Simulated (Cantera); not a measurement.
Input: 1 mol BCl3, 1.4 mol O2, 14 mol N2, 3.1 mol NH3, equilibrated at 38.0 Pa.

Equilibrium computed with Cantera from the NASA thermochemical tables; the gas is ideal and each condensed phase is pure. Candidate condensed phases: B, BN, B2O3, B3O3H3, H2O, NH4Cl; 49 gas species. The tables' values for BOCl are old estimates; treat these amounts as uncertain. Kinetics and transport are ignored.

log p: log10 of the partial pressure in bar; nothing condenses.

| T (K) | log p N2 | log p HCl | log p H | log p H2 | log p Cl | log p HBO2 | log p H2O | log p BO |
|---|---|---|---|---|---|---|---|---|
| 1675 | -3.58 | -4.30 | -6.18 | -4.50 | -6.09 | -4.82 | -4.83 | -7.70 |
| 1750 | -3.58 | -4.31 | -5.88 | -4.50 | -5.80 | -4.83 | -4.83 | -7.29 |
| 1825 | -3.58 | -4.32 | -5.61 | -4.50 | -5.54 | -4.84 | -4.83 | -6.93 |
| 1900 | -3.58 | -4.34 | … | -4.50 | … | -4.86 | -4.82 | … |
| 1975 | -3.58 | -4.37 | -5.12 | -4.51 | -5.11 | -4.88 | -4.83 | -6.29 |
| 2050 | -3.59 | -4.42 | -4.90 | -4.52 | -4.94 | -4.91 | -4.83 | -6.02 |
| 2125 | -3.60 | … | … | -4.53 | … | -4.96 | -4.85 | … |
| 2200 | -3.61 | -4.58 | -4.53 | -4.56 | -4.68 | -5.04 | -4.90 | -5.57 |
| 2275 | -3.63 | -4.69 | -4.38 | -4.61 | -4.60 | -5.16 | -4.99 | -5.37 |

**Question.** Fill in the missing entries.

**Answer.** 
- 2125, log p HCl: -4.49
- 2125, log p H: -4.71
- 2125, log p Cl: -4.80
- 2125, log p BO: -5.78
- 1900, log p H: -5.35
- 1900, log p Cl: -5.31
- 1900, log p BO: -6.59
